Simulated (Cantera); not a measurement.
Charge: 1 mol Ta2O5, 2200 mol H2, 5.7 mol H2O, equilibrated at 2198.15 K.

Cantera equilibrium calculation (NASA polynomials, part measured and part estimated; ideal gas, pure solids and liquids). Candidate condensed phases: H2O, Ta, Ta2O5; 12 gas species. Mutual solubility and eutectic melting of coexisting phases are not modelled. Condensed phases not in the tables: N, O or C dissolved in the metal. Equilibrium is a limit: real reactors are often held back by kinetics, nucleation or transport.

Task: At 10.0 bar, list the 3 most abundant gas species with their mole fractions, and the condensed phases.

Result: H2 0.995, H2O 0.00363, H 0.00176. Condensed: Ta(s) + Ta2O5(l).
